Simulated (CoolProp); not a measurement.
Vapour-liquid equilibrium of carbon dioxide (1) + dimethyl ether (2) at -21.95 °C; x and y are mole fractions of (1).

Computed with CoolProp (multi-fluid Helmholtz-energy mixture model, Span 1996 and Wu 2011; pair parameters Bell 2016).

```tsv
x	bubble pressure, mixture model (MPa)	bubble pressure, Raoult's law (MPa)	y, mixture model	y, Raoult's law
0.05	…	0.2014	0.347	0.460
0.125	0.2585	0.3319	0.598	0.698
0.2	0.3563	0.4623	0.728	0.802
0.275	0.4629	0.5928	0.807	0.860
0.35	0.5783	0.7232	0.859	0.897
0.425	0.7021	0.8537	0.896	0.923
0.5	0.8339	0.9841	0.922	0.942
0.575	0.9730	1.115	0.943	0.956
0.65	…	1.245	…	0.968
0.725	1.269	1.375	…	0.977
0.8	…	1.506	0.981	0.985
0.875	1.583	1.636	0.989	0.991
0.95	1.744	1.767	0.996	0.997
```

Question: Complete the blanks.

Answer: 
- 0.05, bubble pressure, mixture model (MPa): 0.1692
- 0.65, bubble pressure, mixture model (MPa): 1.119
- 0.65, y, mixture model: 0.958
- 0.725, y, mixture model: 0.971
- 0.8, bubble pressure, mixture model (MPa): 1.424

The largest gap from Raoult's law is -22.9 % in bubble pressure, at x = 0.2. No azeotrope shows between x = 0.05 and 0.95.

Pair parameters are fitted to limited data, so mixtures are less certain than the pure fluids.
